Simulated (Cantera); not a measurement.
Ignition delay

Mixture: C₃H₈ : O₂ : N₂ = 1 : 9.43 : 35.5 (molar parts), equivalence ratio 0.53, at 1.00 bar, adiabatic and at constant pressure. Ignition delay is the time to a rise of 400 K.

Computed with Cantera and GRI-Mech 3.0 (53 species, 325 reactions). GRI-Mech 3.0 was tuned for natural gas; its chemistry of propane as a main component is partial and can be far from experiment.

| T0 (K) | delay (ms) |
|---|---|
| 1298 | 0.936 |
| 1398 | 0.220 |
| 1498 | 0.0757 |
| 1598 | 0.0351 |
| 1698 | 0.0201 |
| 1798 | 0.0133 |
| 1898 | 0.00975 |

| Property | Value |
|---|---|
| apparent activation energy between 1698 and 1898 K | 97 kJ/mol |
